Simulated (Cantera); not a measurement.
Reactions in the system Cu-H-O

Source: NASA polynomial tables (part measured, part estimated), evaluated in Cantera. Values are per mole of reaction as written; species without (g) are pure solids or liquids, kept so even where they would boil at 1 bar.

2 Cu(OH)₂ ⇌ H₂O₂(g) + H₂O(g) + Cu₂O

```json
[
 {"T (K)": "300", "ΔH° (kJ)": "351.8", "ΔS° (J/K)": "298.6", "ΔG° (kJ)": "262.2", "log10 K": "-45.66"},
 {"T (K)": "648", "ΔH° (kJ)": "333.9", "ΔS° (J/K)": "259.0", "ΔG° (kJ)": "166.0", "log10 K": "-13.38"},
 {"T (K)": "698", "ΔH° (kJ)": "331.1", "ΔS° (J/K)": "255.0", "ΔG° (kJ)": "153.2", "log10 K": "-11.46"},
 {"T (K)": "748", "ΔH° (kJ)": "328.4", "ΔS° (J/K)": "251.2", "ΔG° (kJ)": "140.5", "log10 K": "-9.81"},
 {"T (K)": "798", "ΔH° (kJ)": "325.6", "ΔS° (J/K)": "247.6", "ΔG° (kJ)": "128.0", "log10 K": "-8.38"},
 {"T (K)": "848", "ΔH° (kJ)": "322.8", "ΔS° (J/K)": "244.2", "ΔG° (kJ)": "115.7", "log10 K": "-7.13"},
 {"T (K)": "898", "ΔH° (kJ)": "320.0", "ΔS° (J/K)": "240.9", "ΔG° (kJ)": "103.6", "log10 K": "-6.03"}
]
```
